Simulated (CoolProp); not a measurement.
A Linde-Hampson liquefier for oxygen: isothermal reversible compression at 230 K from 1 atm to 10 MPa, throttling to 1 atm, return gas leaving the recuperator 10 K below the feed. Each further row changes one setting.

Values from CoolProp's reference Helmholtz-energy equation of state, Schmidt 1985.

```json
[
 {"case": "as stated", "liquid yield per pass": "…", "compression work (kJ/kg of gas)": "264"},
 {"case": "high pressure 20 MPa", "liquid yield per pass": "…", "compression work (kJ/kg of gas)": "…"},
 {"case": "warm-end temperature 260 K", "liquid yield per pass": "0.063", "compression work (kJ/kg of gas)": "…"},
 {"case": "warm-end gap 15 K", "liquid yield per pass": "…", "compression work (kJ/kg of gas)": "264"}
]
```

Question: Fill in the missing entries.

Answer: 
- as stated, liquid yield per pass: 0.099
- high pressure 20 MPa, liquid yield per pass: 0.205
- high pressure 20 MPa, compression work (kJ/kg of gas): 297
- warm-end temperature 260 K, compression work (kJ/kg of gas): 303
- warm-end gap 15 K, liquid yield per pass: 0.086
